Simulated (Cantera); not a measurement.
A closed system holds: 1 mol TiO2, 3.7 mol CH4, 0.95 mol H2, held at 1600 °C and 0.133 bar.

Method: chemical equilibrium by Gibbs-energy minimisation in Cantera with the NASA 1993 tables (ideal gas, pure condensed phases). Candidate condensed phases: C, C6H6, C7H8, C8H18, H2O, Ti, TiC, TiO, TiO2, Ti2O3, Ti3O5, Ti4O7; 113 gas species. TiC: taken at fixed stoichiometry. Kinetics and transport are ignored.

Base state: H2 0.805, CO 0.193, H 0.00159, C2H2 (acetylene) 0.000252, CH4 5.26e-5 (mole fractions); condensed: C(graphite) + TiC(s).

Question: What changes in the equilibrium state with this change: temperature from 1600 °C to 1802 °C?

Answer: 
```
species             before     after
----------------  --------  --------
H2                   0.805     0.800
CO                   0.193     0.193
H                  0.00159   0.00652
C2H2 (acetylene)  0.000252  0.000992
CH4                5.26e-5   2.99e-5
C(graphite), mol     0.694     0.679
TiC(s), mol           1.00      1.00
```

Question: What changes in the equilibrium state with this change: temperature from 1600 °C to 1400 °C?

Answer: 
```csv
species,before,after
H2,0.805,0.806
CO,0.193,0.193
H,0.00159,0.000280
C2H2 (acetylene),0.000252,4.59e-5
H2O,4.17e-6,1.17e-5
CH4,5.26e-5,0.000105
"C(graphite), mol",0.694,0.698
"TiC(s), mol",1.00,1.00
```

Question: What changes in the equilibrium state with this change: TiO2 replaced by PbO?

Answer: 
```csv
species,before,after
H2,0.805,0.805
CO,0.193,0.0965
Pb,0,0.0965
CH4,5.26e-5,5.26e-5
C2H2 (acetylene),0.000252,0.000252
H,0.00159,0.00159
"C(graphite), mol",0.694,2.69
"TiC(s), mol",1.00,0
```
Further candidate phases: Pb, PbO, PbO2, Pb3O4.
